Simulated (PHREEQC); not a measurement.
Consider water at 25 °C with 0.031 mol/kgw FeCl3 and 0.27 mol/kgw Na2SO4. It is in equilibrium with CO2 at log p = -3.5 (atm). Otherwise closed; pH follows from the charge balance.

The numbers come from PHREEQC with the ion-association model, phreeqc.dat.

No solid was allowed to form.

Estimate the pH, ionic strength.

pH 3.17; ionic strength 0.659 mol/kgw.

In which forms is S present?

SO4-2 59 %, NaSO4- 27 %, Fe(SO4)2- 7.2 %, FeSO4+ 6.4 %, HSO4- 1.0 % of the S.

Saturation is exceeded, for instance for Fe(OH)3(a), Hematite (slow to form); the values hold only as long as no solid forms.
